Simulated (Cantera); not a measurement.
Feed: 1 mol CH3OH, 0.018 mol O2, a varied amount of H2, equilibrated at 2100 °C and 1.05 Torr.

Method: chemical equilibrium by Gibbs-energy minimisation in Cantera with the NASA 1993 tables (ideal gas, pure condensed phases). Candidate condensed phases: C, C6H6, C7H8, C8H18, H2O; 110 gas species. Rates play no part.

At 74 mol H2, list the 4 most abundant gas species with their mole fractions, and the condensed phases.

H2 0.681, H 0.308, CO 0.0110, H2O 0.000357. Condensed: gas only.
